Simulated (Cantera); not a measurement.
Input: 1 mol SiH4, 0.34 mol H2O, held at 6.50e-5 bar.

Cantera equilibrium calculation (NASA polynomials, part measured and part estimated; ideal gas, pure solids and liquids). Candidate condensed phases: H2O, Si, SiO2; 18 gas species. Gases not in the tables: Si2H6 and higher silanes. The numbers say what is thermodynamically allowed, not how fast it happens.

### Question
Which condensed phases are stable at each of these points (T (°C)): 1177, 1227, 1277, 1327, 1377, 1427, 1477, 1527, 1577?

### Answer
```
T (°C)  condensed phases  Si condensed (%)
------  ----------------  ----------------
1177               Si(s)              66.0
1227               Si(s)              66.0
1277               Si(s)              65.9
1327               Si(s)              65.6
1377               Si(s)              64.9
1427               Si(l)              63.1
1477               Si(l)              59.4
1527               Si(l)              51.6
1577               Si(l)              34.7
```

From 1177 °C to 1377 °C the condensed part is Si(s). From 1427 °C to 1577 °C the condensed part is Si(l).
